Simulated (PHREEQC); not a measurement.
**Copper plating or etch bath**

Solution (20 °C): 0.013 mol CuSO4, 0.12 mol H2SO4 and 0.17 mol FeCl3 per kg of water. Closed to the air; pH follows from the charge balance.

Computed with PHREEQC (ion-association model, phreeqc.dat).

Precipitation was switched off in this run.

Question: Predict the pH, ionic strength, activity of water.

Answer: pH 0.89; ionic strength 0.635 mol/kgw; activity of water 0.986.

Question: In which forms is Cl present?

Answer: Cl- 82 %, FeCl+2 9.5 %, FeCl2+ 7.9 % of the Cl.

Examples of supersaturated solids here: Hematite (slow to form), Goethite (slow to form). Others may be too.
